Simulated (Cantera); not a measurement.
## Adiabatic ignition

An adiabatic, constant-volume homogeneous reactor starts with 6.12 % CH4, 19.8 % O2, 74.1 % N2, equivalence ratio 0.62, at 1000 K and 10.0 bar.

Cantera simulation using GRI-Mech 3.0 (53 species, 325 reactions); the numbers are that mechanism's predictions, not measurements.

```
t (s)     T (K)  P (bar)   x CH4    x O2      x CO     x CO2    x H2O2      x H2
--------  -----  -------  ------  ------  --------  --------  --------  --------
7.00e-6    1000     10.0  0.0612   0.198    <1e-12    <1e-12    <1e-12    <1e-12
1.86e-5    1000     10.0  0.0612   0.198    <1e-12    <1e-12  4.30e-12    <1e-12
4.93e-5    1000     10.0  0.0612   0.198    <1e-12    <1e-12  2.99e-11    <1e-12
0.000131   1000     10.0  0.0612   0.198    <1e-12    <1e-12  2.05e-10  6.35e-12
0.000347   1000     10.0  0.0612   0.198  4.29e-12    <1e-12   1.34e-9  5.33e-11
0.000921   1000     10.0  0.0612   0.198  9.58e-11    <1e-12   8.00e-9  5.61e-10
0.00244    1000     10.0  0.0612   0.198   2.67e-9  1.13e-11   3.79e-8   7.52e-9
0.00648    1000     10.0  0.0612   0.198   6.82e-8  1.66e-10   1.16e-7   7.54e-8
0.0172     1000     10.0  0.0612   0.198   1.16e-6   1.48e-9   2.97e-7   5.34e-7
0.0456     1002     10.0  0.0610   0.198   3.22e-5   8.27e-8   2.40e-6   7.88e-6
0.121      2523     25.3  <1e-12  0.0679   0.00188    0.0592   1.15e-6  0.000604
0.321      2523     25.3  <1e-12  0.0679   0.00188    0.0592   1.15e-6  0.000604
0.852      2523     25.3  <1e-12  0.0679   0.00188    0.0592   1.15e-6  0.000604
2.26       2523     25.3  <1e-12  0.0679   0.00188    0.0592   1.15e-6  0.000604
6.00       2523     25.3  <1e-12  0.0679   0.00188    0.0592   1.15e-6  0.000604
```
x: mole fraction; the columns are a selection and need not sum to one.

```
Property                                                             Value
---------------------------------  ---------------------------------------
time of steepest temperature rise                                  70.9 ms
temperature at 6.00 s                                               2523 K
equilibrium temperature                                             2523 K
x(CH4) at 6.00 s                     <1e-12 (gas-phase equilibrium <1e-12)
x(O2) at 6.00 s                      0.0679 (gas-phase equilibrium 0.0679)
x(CO) at 6.00 s                    0.00188 (gas-phase equilibrium 0.00188)
```
